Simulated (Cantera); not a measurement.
Equilibrium for carbon deposition, reforming and gasification: n-butane + H₂ + N₂

Input: 1 mol n-butane, 0.38 mol H₂, 20 mol N₂, equilibrated at 2.40 mbar.

Cantera equilibrium calculation (NASA polynomials, part measured and part estimated; ideal gas, pure solids and liquids). Candidate condensed phases: C, C₆H₆, C₇H₈, C₈H₁₈; 110 gas species. Ions and electrons are included (thermal ionisation). Kinetics and transport are ignored.

At 2500 K the condensed part is C(graphite). From 3000 K to 5000 K nothing is condensed. The main C-bearing gas is HCN at 2500 K and C at 5000 K.

```tsv
T (K)	log p N₂	log p N	log p H	log p C	log p H₂	log p CN	log p C₃	log p HCN	n C(graphite)
2500	-2.77	-7.92	-3.41	-6.78	-3.62	-5.37	-6.30	-4.34	3.27
3000	-2.84	-6.27	-3.13	-4.56	-4.66	-4.17	-4.29	-4.71	0
3500	-2.86	-5.09	-3.12	-3.78	-5.78	-4.10	-5.29	-5.96	0
4000	-2.88	-4.19	-3.13	-3.62	-6.67	-4.48	-7.33	-7.33	0
4500	-2.94	-3.52	-3.16	-3.61	-7.39	-4.90	-9.23	-8.56	0
5000	-3.16	-3.06	-3.22	-3.66	-8.05	-5.37	-10.93	-9.71	0
```
log p: log10 of the partial pressure in bar; n: condensed amount in mol.
